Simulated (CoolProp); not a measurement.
A single-stage vapour-compression cycle with propane: evaporating at 199.15 K (dew point), condensing at 260.15 K (bubble point), superheat 10 K, subcooling 5 K, compressor efficiency 0.8, no pressure losses. Each further row changes one setting.

The numbers come from the reference Helmholtz-energy equation of state, Lemmon 2009 in CoolProp.

```
case                              cooling COP  pressure ratio  discharge temperature (K)  refrigerating effect (kJ/kg)  volumetric capacity (kJ/m³)
--------------------------------  -----------  --------------  -------------------------  ----------------------------  ---------------------------
as stated                                2.11            16.3                      320.6                           344                          169
evaporating temperature 204.15 K         2.41            12.1                      314.2                           351                          227
condensing temperature 255.15 K          2.35            13.7                      313.4                           356                          175
subcooling 10 K                          2.18            16.3                      320.6                           356                          175
superheat 20 K                           2.10            16.3                      331.8                           358                          167
compressor efficiency 0.7                1.85            16.3                      333.2                           344                          169
```
